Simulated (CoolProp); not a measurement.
Values from CoolProp's reference Helmholtz-energy equation of state, Zhou 2012.

**Question.** Give the vapour pressure (kPa), liquid density (kg/m³), vapour density (kg/m³) of saturated m-xylene at 406.7, 428.1, 481.7 K.

**Answer.** 
```csv
T (K),p (kPa),liquid density (kg/m³),vapour density (kg/m³)
406.7,87.2,761,2.85
428.1,152,739,4.82
481.7,482,680,14.7
```
